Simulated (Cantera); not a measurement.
Charge: 1 mol Cr, 30 mol H2O, 5.6 mol H2, held at 0.0428 Torr.

Equilibrium computed with Cantera from the NASA thermochemical tables; the gas is ideal and each condensed phase is pure. Candidate condensed phases: Cr, Cr2O3, H2O; 13 gas species. Rates play no part.

Task: At 1800 °C, list the 5 most abundant gas species with their mole fractions, and the condensed phases.

Result: H2O 0.525, H2 0.193, H 0.153, OH 0.0474, O2 0.0314. Condensed: gas only.
